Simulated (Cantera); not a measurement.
Feed: 1 mol Fe₂O₃, 0.66 mol SO₃, 7.3 mol CO₂, at 0.180 bar.

Equilibrium computed with Cantera from the NASA thermochemical tables; the gas is ideal and each condensed phase is pure. Candidate condensed phases: C, Fe, Fe(CO)₅, FeO, FeS, FeSO₄, FeS₂, Fe₂O₃, Fe₂(SO₄)₃, Fe₃O₄, S; 25 gas species. Mutual solubility and eutectic melting of coexisting phases are not modelled. The numbers say what is thermodynamically allowed, not how fast it happens.

x: gas mole fraction; n: condensed amount in mol.

| T (°C) | x CO₂ | x SO₂ | x O₂ | x CO | x SO₃ | n Fe₂O₃(s) | n Fe₃O₄(s) |
|---|---|---|---|---|---|---|---|
| 1202 | 0.881 | 0.0793 | 0.0397 | 3.48e-5 | 0.000285 | 1.00 | 0 |
| 1252 | 0.867 | 0.0781 | 0.0544 | 6.20e-5 | 0.000255 | 0.225 | 0.517 |
| 1302 | 0.863 | 0.0778 | 0.0587 | 0.000120 | 0.000208 | 0 | 0.667 |
| 1352 | 0.863 | 0.0779 | 0.0588 | ___ | ___ | 0 | 0.667 |
| 1402 | 0.863 | 0.0779 | 0.0589 | ___ | ___ | 0 | 0.667 |
| 1452 | 0.862 | 0.0779 | 0.0590 | 0.000765 | 0.000111 | 0 | 0.667 |
| 1502 | 0.861 | 0.0779 | 0.0593 | 0.00132 | 9.24e-5 | 0 | 0.667 |

Q: Complete the blanks.

A: 
- 1352, x CO: 0.000231
- 1352, x SO₃: 0.000166
- 1402, x CO: 0.000428
- 1402, x SO₃: 0.000135
